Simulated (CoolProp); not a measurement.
Aqueous potassium carbonate as a coolant, 7 % by mass, freezing at -2.4 °C, 1 atm.

Values from CoolProp's Melinder's fits for secondary coolants.

```json
[
 {"T (°C)": "0.9", "viscosity (mPa s)": "1.96", "cp (kJ/(kg K))": "3.790", "Prandtl number": "13.3", "conductivity (W/(m K))": "0.560"},
 {"T (°C)": "5.6", "viscosity (mPa s)": "1.70", "cp (kJ/(kg K))": "3.795", "Prandtl number": "11.4", "conductivity (W/(m K))": "0.568"},
 {"T (°C)": "10.2", "viscosity (mPa s)": "1.50", "cp (kJ/(kg K))": "3.802", "Prandtl number": "9.88", "conductivity (W/(m K))": "0.575"},
 {"T (°C)": "14.9", "viscosity (mPa s)": "1.33", "cp (kJ/(kg K))": "3.809", "Prandtl number": "8.65", "conductivity (W/(m K))": "0.583"},
 {"T (°C)": "19.6", "viscosity (mPa s)": "1.18", "cp (kJ/(kg K))": "3.816", "Prandtl number": "7.64", "conductivity (W/(m K))": "0.591"},
 {"T (°C)": "24.2", "viscosity (mPa s)": "1.07", "cp (kJ/(kg K))": "3.824", "Prandtl number": "6.82", "conductivity (W/(m K))": "0.599"},
 {"T (°C)": "28.9", "viscosity (mPa s)": "0.966", "cp (kJ/(kg K))": "3.831", "Prandtl number": "6.10", "conductivity (W/(m K))": "0.607"},
 {"T (°C)": "33.6", "viscosity (mPa s)": "0.878", "cp (kJ/(kg K))": "3.839", "Prandtl number": "5.49", "conductivity (W/(m K))": "0.614"}
]
```
